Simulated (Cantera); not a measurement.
Input (Python, Cantera) and output of one run.

```python
import numpy as np
import cantera as ct

gas_names = [...]  # 47 gases of nasa_gas.yaml made of Cl, H, N, O, Si
cond_names = """
    H2O(s) H2O(L) NH4CL(a) NH4CL(b) Si(cr) Si(L) SiO2(Lqz) SiO2(hqz) SiO2(L) Si2N2O(s) Si3N4(a)
""".split()


# ... load() reads the species with a 1 bar reference pressure and builds the phases ...
atoms = {
    'Si3N4': {'Si': 3, 'N': 4},
    'H2O': {'H': 2, 'O': 1},
    'N2': {'N': 2},
    'HCl': {'H': 1, 'CL': 1},
}
top_T = {'Si2N2O(s)': 2100, 'Si3N4(a)': 2400}  # K; cautious upper limits of use, not melting points


# ... equilibrate(T, P, feed) seeds the gas with the atoms and calls Mixture.equilibrate('TP', solver="vcs", rtol=1e-11, max_steps=5000) ...
results = []
feed = {'Si3N4': 1, 'H2O': 0.07, 'N2': 7, 'HCl': 0.0068}  # mol
P = 0.39  # Pa
for T in [973, 1073, 1173, 1273, 1373, 1473, 1573, 1673, 1773, 1873, 1973, 2073, 2173, 2273]:
    mix = equilibrate(T, P, feed)
    results.append((T, P, feed, dict(zip(mix.species_names, mix.species_moles))))
    x = sorted(zip(gas.X, gas.species_names), reverse=True)
    print(f"T = {T:g} K  P = {P:g} Pa  gas = {mix.phase_moles(0):.4g} mol")
    print("   x: " + "  ".join(f"{s} {v:.3e}" for v, s in x if v > 0.001))
    print("   condensed (mol): " + ("  ".join(f"{mix.phase(i).name} {mix.phase_moles(i):.4g}"
          for i in range(1, mix.n_phases) if mix.phase_moles(i) > 1e-12) or "none"))
```

Output:

```
T = 973 K  P = 0.39 Pa  gas = 7.1 mol
   x: N2 9.892e-01  H2 9.859e-03
   condensed (mol): Si2N2O(s) 0.07  Si3N4(a) 0.9533
T = 1073 K  P = 0.39 Pa  gas = 7.1 mol
   x: N2 9.892e-01  H2 9.859e-03
   condensed (mol): Si2N2O(s) 0.07  Si3N4(a) 0.9533
T = 1173 K  P = 0.39 Pa  gas = 7.1 mol
   x: N2 9.892e-01  H2 9.861e-03
   condensed (mol): Si2N2O(s) 0.06999  Si3N4(a) 0.9533
T = 1273 K  P = 0.39 Pa  gas = 7.102 mol
   x: N2 9.890e-01  H2 9.873e-03
   condensed (mol): Si2N2O(s) 0.06909  Si3N4(a) 0.9536
T = 1373 K  P = 0.39 Pa  gas = 7.17 mol
   x: N2 9.821e-01  H2 9.808e-03  SiO 7.023e-03
   condensed (mol): Si2N2O(s) 0.01965  Si3N4(a) 0.9696
T = 1473 K  P = 0.39 Pa  gas = 9.162 mol
   x: N2 9.823e-01  SiO 7.640e-03  H2 7.487e-03  Si 1.404e-03
   condensed (mol): Si(cr) 2.916
T = 1573 K  P = 0.39 Pa  gas = 9.287 mol
   x: N2 9.691e-01  Si 1.410e-02  SiO 7.537e-03  H2 6.840e-03  H 1.703e-03
   condensed (mol): Si(cr) 2.796
T = 1673 K  P = 0.39 Pa  gas = 10.28 mol
   x: N2 8.755e-01  Si 1.071e-01  SiO 6.811e-03  H2 4.969e-03  H 4.065e-03
   condensed (mol): Si(cr) 1.809
T = 1773 K  P = 0.39 Pa  gas = 12.11 mol
   x: N2 7.431e-01  Si 2.400e-01  H 7.103e-03  SiO 5.781e-03  H2 2.432e-03
   condensed (mol): none
T = 1873 K  P = 0.39 Pa  gas = 12.14 mol
   x: N2 7.415e-01  Si 2.408e-01  H 1.011e-02  SiO 5.768e-03
   condensed (mol): none
T = 1973 K  P = 0.39 Pa  gas = 12.15 mol
   x: N2 7.408e-01  Si 2.409e-01  H 1.150e-02  SiO 5.762e-03
   condensed (mol): none
T = 2073 K  P = 0.39 Pa  gas = 12.15 mol
   x: N2 7.406e-01  Si 2.410e-01  H 1.191e-02  SiO 5.761e-03
   condensed (mol): none
T = 2173 K  P = 0.39 Pa  gas = 12.15 mol
   x: N2 7.405e-01  Si 2.410e-01  H 1.203e-02  SiO 5.760e-03
   condensed (mol): none
T = 2273 K  P = 0.39 Pa  gas = 12.15 mol
   x: N2 7.405e-01  Si 2.410e-01  H 1.206e-02  SiO 5.760e-03
   condensed (mol): none
```

Equilibrium computed with Cantera from the NASA thermochemical tables; the gas is ideal and each condensed phase is pure. Mutual solubility and eutectic melting of coexisting phases are not modelled. The tables' values for SiN, SiCl are old estimates; treat these amounts as uncertain.
